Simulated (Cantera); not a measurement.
Feed: 1 mol Si, a varied amount of Br2, 8.4 mol N2, held at 1073.15 K and 45.0 Pa.

Cantera equilibrium calculation (NASA polynomials, part measured and part estimated; ideal gas, pure solids and liquids). Candidate condensed phases: Br2, Si, Si3N4; 13 gas species. N2 is the only nitrogen source here; it is nearly inert below about 1500 K, so the nitride shown seldom forms there in practice. Equilibrium is a limit: real reactors are often held back by kinetics, nucleation or transport.

**Question.** Which condensed phases are stable at each of these points (n(Br2) (mol)): 0.58, 0.79, 1.1, 1.5, 2, 2.8, 3.8, 5.1, 7, 9.6?

**Answer.** 
```json
[
 {"n(Br2) (mol)": "0.58", "condensed phases": "Si3N4(s)", "Si condensed (%)": "71.0"},
 {"n(Br2) (mol)": "0.79", "condensed phases": "Si3N4(s)", "Si condensed (%)": "60.5"},
 {"n(Br2) (mol)": "1.1", "condensed phases": "Si3N4(s)", "Si condensed (%)": "44.9"},
 {"n(Br2) (mol)": "1.5", "condensed phases": "Si3N4(s)", "Si condensed (%)": "24.9"},
 {"n(Br2) (mol)": "2", "condensed phases": "gas only", "Si condensed (%)": "0.0"},
 {"n(Br2) (mol)": "2.8", "condensed phases": "gas only", "Si condensed (%)": "0.0"},
 {"n(Br2) (mol)": "3.8", "condensed phases": "gas only", "Si condensed (%)": "0.0"},
 {"n(Br2) (mol)": "5.1", "condensed phases": "gas only", "Si condensed (%)": "0.0"},
 {"n(Br2) (mol)": "7", "condensed phases": "gas only", "Si condensed (%)": "0.0"},
 {"n(Br2) (mol)": "9.6", "condensed phases": "gas only", "Si condensed (%)": "0.0"}
]
```

From 0.58 mol Br2 to 1.5 mol Br2 the condensed part is Si3N4(s). From 2 mol Br2 to 9.6 mol Br2 nothing is condensed.
